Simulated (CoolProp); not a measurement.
Properties of p-xylene along the isobar 0.101 MPa (Tc = 343.0 °C, pc = 3.532 MPa, ω = 0.324).

Values from CoolProp's reference Helmholtz-energy equation of state, Zhou 2012.

| T (°C) | phase | Z | speed of sound (m/s) | expansivity (1/kK) | conductivity (mW/(m K)) | fugacity coefficient |
|---|---|---|---|---|---|---|
| 122.05 | liquid | 0.004244 | 930.4 | 1.255 | 103 | 0.6156 |
| 139.85 | gas | 0.9537 | 176.8 | 2.903 | 20.5 | 0.9559 |
| 157.65 | gas | 0.9610 | 181.6 | 2.699 | 22.4 | 0.9625 |
| 175.45 | gas | 0.9668 | 186.1 | 2.528 | 24.3 | 0.9679 |
| 193.25 | gas | 0.9714 | 190.4 | 2.384 | 26.3 | 0.9722 |
| 210.95 | gas | 0.9751 | 194.5 | 2.261 | 28.3 | 0.9757 |
| 228.75 | gas | 0.9782 | 198.4 | 2.152 | 30.3 | 0.9786 |
| 246.55 | gas | 0.9807 | 202.3 | 2.057 | 32.3 | 0.9811 |
| 264.35 | gas | 0.9829 | 206.0 | 1.972 | 34.4 | 0.9831 |
| 282.15 | gas | 0.9847 | 209.6 | 1.895 | 36.5 | 0.9849 |
| 299.85 | gas | 0.9862 | 213.1 | 1.826 | 38.5 | 0.9863 |
| 317.65 | gas | 0.9875 | 216.6 | 1.763 | 40.7 | 0.9876 |

Thermal conductivity comes from a separate model (Mylona 2014).
